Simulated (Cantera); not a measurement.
# Equilibrium for oxide etching and cleaning by halides: CaO + Cl2 + H2

Feed: 1 mol CaO, 2.9 mol Cl2, 0.49 mol H2, held at 1273 K and 75.0 Torr.

Cantera equilibrium calculation (NASA polynomials, part measured and part estimated; ideal gas, pure solids and liquids). Candidate condensed phases: Ca, CaCl2, CaO, Ca(OH)2, H2O; 21 gas species. Condensed phases not in the tables: oxide chlorides. The numbers say what is thermodynamically allowed, not how fast it happens.

```
Item                                  Value
--------------------------------  ---------
x(Cl2)                                0.475
x(HCl)                                0.331
x(O2)                                 0.170
x(Cl)                                0.0211
x(H2O)                              0.00221
x(CaCl2)                           0.000338
x(ClO)                              9.49e-5
x(HOCl)                             1.08e-5
x(OH)                               1.91e-6
n(CaCl2(l))                       0.999 mol
gas amount                        2.919 mol
log10 activity of Ca(l) (absent)     -23.57
```
